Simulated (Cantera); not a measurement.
A Cantera script and what it prints.

```python
import numpy as np
import cantera as ct

gas_names = """
    C CH CH2 CH3 CH2OH CH3O CH4 CH3OH CO CO2 COOH C2 C2H CHCO,ketyl C2H2,acetylene C2H2,vinylidene
    CH2CO,ketene C2H3,vinyl CH3CO,acetyl C2H4 C2H4O,ethylen CH3CHO,ethanal CH3COOH (HCOOH)2 C2H5 C2H6
    CH3OCH3 C2H5OH C2O C3 C3H3,propargyl C3H4,allene C3H4,propyne C3H4,cyclo- C3H5,allyl C3H6,propylene
    C3H6,cyclo- C3H6O C3H7,n-propyl C3H7,i-propyl C3H8 C3H8O,1propanol C3H8O,2propanol C3O2 C4 C4H2
    C4H4,1,3-cyclo- C4H6,butadiene C4H6,2-butyne C4H6,cyclo- C4H8,1-butene C4H8,cis2-buten
    C4H8,tr2-butene C4H8,isobutene C4H8,cyclo- (CH3COOH)2 C4H9,n-butyl C4H9,i-butyl C4H9,s-butyl
    C4H9,t-butyl C4H10,isobutane C4H10,n-butane C5 C5H6,1,3cyclo- C5H8,cyclo- C5H10,1-pentene
    C5H10,cyclo- C5H11,pentyl C5H11,t-pentyl C5H12,n-pentane C5H12,i-pentane CH3C(CH3)2CH3 C6H2
    C6H5,phenyl C6H5O,phenoxy C6H6 C6H5OH,phenol C6H10,cyclo- C6H12,1-hexene C6H12,cyclo- C6H13,n-hexyl
    C7H7,benzyl C7H8 C7H8O,cresol C7H14,1-heptene C7H15,n-heptyl C7H16,n-heptane C8H8,styrene
    C8H10,ethylbenz C8H16,1-octene C8H17,n-octyl C8H18,isooctane C8H18,n-octane C9H19,n-nonyl
    C10H8,naphthale C10H21,n-decyl C12H9,o-bipheny C12H10,bipheny Fe FeC5O5 FeO Fe(OH)2 H HCO HO2 H2
    HCHO,formaldehy HCOOH H2O H2O2 O OH O2 O3
""".split()
cond_names = """
    C(gr) C6H6(L) C7H8(L) C8H18(L),n-octa Fe(a) Fe(c) Fe(d) Fe(L) FeC5O5(L) FeO(s) FeO(L) Fe(OH)2(s)
    Fe(OH)3(s) Fe2O3(s) Fe3O4(s) H2O(s) H2O(L)
""".split()


def load(file, names, dense=False):
    # The tables refer to 1 bar. Condensed volumes are neglected.
    table = {s.name: s for s in ct.Species.list_from_file(file)}
    out = []
    for n in names:
        d = dict(table[n].input_data)
        d["thermo"] = dict(d["thermo"], **{"reference-pressure": 1e5})
        if dense:
            d["equation-of-state"] = {"model": "constant-volume", "density": "1e6 g/cm^3"}
        out.append(ct.Species.from_dict(d))
    return out


gas = ct.Solution(thermo="ideal-gas", species=load("nasa_gas.yaml", gas_names))
cond = {s.name: ct.Solution(thermo="fixed-stoichiometry", species=[s], name=s.name)
        for s in load("nasa_condensed.yaml", cond_names, dense=True)}
atoms = {
    'Fe(CO)5': {'Fe': 1, 'C': 5, 'O': 5},
    'O2': {'O': 2},
    'H2': {'H': 2},
}
top_T = {'C(gr)': 4500, 'Fe2O3(s)': 1830, 'Fe3O4(s)': 1870}  # K; cautious upper limits of use, not melting points


def equilibrate(T, P, feed):
    n = {}
    for name, mol in feed.items():
        for a, k in atoms[name].items():
            n[a] = n.get(a, 0.0) + k * mol
    gas.TPX = T, P, n
    mass = sum(n.values()) * gas.mean_molecular_weight
    gas.equilibrate("TP")
    valid = [c for c in cond.values() if c.min_temp <= T <= top_T.get(c.name, c.max_temp)]
    mix = ct.Mixture([(gas, mass / gas.mean_molecular_weight)] + [(c, 0.0) for c in valid])
    mix.T, mix.P = T, P
    mix.equilibrate("TP", solver="vcs", rtol=1e-11, max_steps=5000)
    return mix


results = []
feed = {'Fe(CO)5': 1, 'O2': 1.1, 'H2': 18}  # mol
T = 1198.15  # K
P = 133.322  # Pa
mix = equilibrate(T, P, feed)
results.append((T, P, feed, dict(zip(mix.species_names, mix.species_moles))))
print(gas.report(threshold=1e-05))
for i in range(1, mix.n_phases):
    print(f"{mix.phase(i).name:16s} {mix.phase_moles(i):12.5e} mol")
```

It prints:

```
       temperature   1198.2 K
          pressure   133.32 Pa
           density   0.00012309 kg/m^3
  mean mol. weight   9.1972 kg/kmol
   phase of matter   gas

                          1 kg             1 kmol
                     ---------------   ---------------
          enthalpy       -2.1597e+06       -1.9863e+07  J
   internal energy       -3.2428e+06       -2.9825e+07  J
           entropy             27707        2.5482e+05  J/K
    Gibbs function       -3.5356e+07       -3.2518e+08  J
 heat capacity c_p            3599.9             33109  J/K
 heat capacity c_v            2695.9             24795  J/K

                      mass frac. Y      mole frac. X     chem. pot. / RT
                     ---------------   ---------------   ---------------
                CO            0.6117           0.20086           -45.414
               CO2          0.079122          0.016535            -79.36
                H2            0.1542           0.70349           -24.945
               H2O           0.15497          0.079117           -58.891
     [ +110 minor]        8.3039e-07         4.432e-06

C(gr)             0.00000e+00 mol
Fe(c)             9.99999e-01 mol
FeC5O5(L)         0.00000e+00 mol
FeO(s)            0.00000e+00 mol
Fe(OH)2(s)        0.00000e+00 mol
Fe(OH)3(s)        0.00000e+00 mol
Fe2O3(s)          0.00000e+00 mol
Fe3O4(s)          0.00000e+00 mol
```

These are equilibrium values from Cantera (NASA tables, ideal gas, pure condensed phases), not measurements of a reactor.
